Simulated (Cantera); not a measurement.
A closed system holds: 1 mol PH3, 1.4 mol H2, held at 2398.15 K and 0.00133 bar.

Method: chemical equilibrium by Gibbs-energy minimisation in Cantera with the NASA 1993 tables (ideal gas, pure condensed phases). Equilibrium is a limit: real reactors are often held back by kinetics, nucleation or transport.

| species | before | after |
|---|---|---|
| H2 | 0.540 | 0.856 |
| P2 | 0.0988 | 0.140 |
| P4 | 2.26e-8 | 0.00407 |
| H | 0.317 | 3.11e-6 |
| P | 0.0429 | 1.21e-7 |
| PH | 0.000714 | 2.10e-7 |
Gas species are given as mole fractions.

Name the change that produced these shifts.
A) temperature from 2398.15 K to 873.15 K
B) temperature from 2398.15 K to 1175 K
C) temperature from 2398.15 K to 873 K
D) temperature from 2398.15 K to 1875 K

B, temperature from 2398.15 K to 1175 K
